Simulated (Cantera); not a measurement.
An adiabatic, constant-volume homogeneous reactor starts with 3.08 % CH3OH, 7.46 % O2, 89.5 % N2, at 1398 K and 10.0 bar.

Detailed kinetics in Cantera: GRI-Mech 3.0 (53 species, 325 reactions). GRI-Mech 3.0 was tuned for natural gas; its chemistry of methanol as a main component is partial and can be far from experiment.

### Question
Predict: time of steepest temperature rise; temperature at 3.00 s; equilibrium temperature; x(O2) at 3.00 s; x(CO) at 3.00 s; x(NO) at 3.00 s; x(NO2) at 3.00 s.

### Answer
```json
{
 "time_of_steepest_temperature_rise": "0.153 ms",
 "temperature at 3.00 s": "2100 K",
 "equilibrium_temperature": "2100 K",
 "x(O2) at 3.00 s": "0.0260 (gas-phase equilibrium 0.0260)",
 "x(CO) at 3.00 s": "0.000141 (gas-phase equilibrium 0.000141)",
 "x(NO) at 3.00 s": "0.00371 (gas-phase equilibrium 0.00371)",
 "x(NO2) at 3.00 s": "7.48e-6 (gas-phase equilibrium 7.48e-6)"
}
```
